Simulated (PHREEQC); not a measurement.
Make-up at 20 °C: 0.085 mol CuCl2, 0.27 mol HCl and 0.001 mol H3BO3 per kg of water. Closed to the air; pH follows from the charge balance.

Model: ion-association model, wateq4f.dat, run in PHREEQC.

Each row changes one thing in this solution. No solid was allowed to form.

```json
[
 {"case": "as made", "pH": "0.68", "ionic strength (mol/kgw)": "0.491", "Cl- (mol/kgw)": "0.422", "Cu+2 (mol/kgw)": "0.0685", "CuCl+ (mol/kgw)": "0.0152", "CuCl2 (mol/kgw)": "0.00123", "SI of Tenorite (CuO)": "-8.21", "SI of Cu(OH)2 (Cu(OH)2)": "-9.23"},
 {"case": "H3BO3 from 0.001 to 0.0011 mol/kgw", "pH": "0.68", "ionic strength (mol/kgw)": "0.491", "Cl- (mol/kgw)": "0.422", "Cu+2 (mol/kgw)": "0.0685", "CuCl+ (mol/kgw)": "0.0152", "CuCl2 (mol/kgw)": "0.00123", "SI of Tenorite (CuO)": "-8.21", "SI of Cu(OH)2 (Cu(OH)2)": "-9.23"},
 {"case": "HCl from 0.27 to 0.027 mol/kgw", "pH": "1.67", "ionic strength (mol/kgw)": "0.263", "Cl- (mol/kgw)": "0.187", "Cu+2 (mol/kgw)": "0.0756", "CuCl+ (mol/kgw)": "0.00896", "CuCl2 (mol/kgw)": "0.000389", "SI of Tenorite (CuO)": "-6.11", "SI of Cu(OH)2 (Cu(OH)2)": "-7.13"},
 {"case": "diluted 5-fold with water", "pH": "1.35", "ionic strength (mol/kgw)": "0.103", "Cl- (mol/kgw)": "0.0868", "Cu+2 (mol/kgw)": "0.0158", "CuCl+ (mol/kgw)": "0.00115", "CuCl2 (mol/kgw)": "2.90e-5", "SI of Tenorite (CuO)": "-7.31", "SI of Cu(OH)2 (Cu(OH)2)": "-8.33"},
 {"case": "HCl from 0.27 to 1.35 mol/kgw", "pH": "0.00", "ionic strength (mol/kgw)": "1.53", "Cl- (mol/kgw)": "1.48", "Cu+2 (mol/kgw)": "0.0504", "CuCl+ (mol/kgw)": "0.0294", "CuCl2 (mol/kgw)": "0.00521", "SI of Tenorite (CuO)": "-9.85", "SI of Cu(OH)2 (Cu(OH)2)": "-10.89"},
 {"case": "0.092 mol/kgw CsOH added", "pH": "0.86", "ionic strength (mol/kgw)": "0.491", "Cl- (mol/kgw)": "0.422", "Cu+2 (mol/kgw)": "0.0685", "CuCl+ (mol/kgw)": "0.0152", "CuCl2 (mol/kgw)": "0.00123", "SI of Tenorite (CuO)": "-7.85", "SI of Cu(OH)2 (Cu(OH)2)": "-8.87"},
 {"case": "temperature from 20 to 25 °C", "pH": "0.69", "ionic strength (mol/kgw)": "0.484", "Cl- (mol/kgw)": "0.419", "Cu+2 (mol/kgw)": "0.0651", "CuCl+ (mol/kgw)": "0.0183", "CuCl2 (mol/kgw)": "0.00155", "SI of Tenorite (CuO)": "-8.04", "SI of Cu(OH)2 (Cu(OH)2)": "-9.07"},
 {"case": "HCl from 0.27 to 0.243 mol/kgw", "pH": "0.73", "ionic strength (mol/kgw)": "0.465", "Cl- (mol/kgw)": "0.396", "Cu+2 (mol/kgw)": "0.0692", "CuCl+ (mol/kgw)": "0.0146", "CuCl2 (mol/kgw)": "0.00113", "SI of Tenorite (CuO)": "-8.11", "SI of Cu(OH)2 (Cu(OH)2)": "-9.13"}
]
```

The ionic strength passes 0.7 mol/kgw, the rough limit of the ion-association models, in HCl from 0.27 to 1.35 mol/kgw.
